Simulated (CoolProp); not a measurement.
A closed Brayton cycle with carbon dioxide: compressor inlet 317.15 K and 8.2 MPa, high pressure 22.5 MPa, turbine inlet 995 K, compressor efficiency 0.85, turbine efficiency 0.9, recuperator effectiveness 0.95 (on enthalpy, no pinch check). Each further row changes one setting.

Values from CoolProp's reference Helmholtz-energy equation of state, Span 1996.

```csv
case,thermal efficiency (%),net work (kJ/kg),compressor to turbine work,compressor exit (K),turbine exit (K)
as stated,42.2,117,0.28,394.1,859.2
turbine inlet 945 K,40.8,108,…,394.1,813.8
compressor inlet 327.15 K,41.4,108,…,…,859.2
high pressure 19.1 MPa,41.0,101,…,…,…
recuperator effectiveness 0.5,…,117,0.28,394.1,859.2
```

**Question.** Fill in the missing entries.

**Answer.** 
- turbine inlet 945 K, compressor to turbine work: 0.30
- compressor inlet 327.15 K, compressor to turbine work: 0.33
- compressor inlet 327.15 K, compressor exit (K): 413.7
- high pressure 19.1 MPa, compressor to turbine work: 0.27
- high pressure 19.1 MPa, compressor exit (K): 381.3
- high pressure 19.1 MPa, turbine exit (K): 880.5
- recuperator effectiveness 0.5, thermal efficiency (%): 22.4
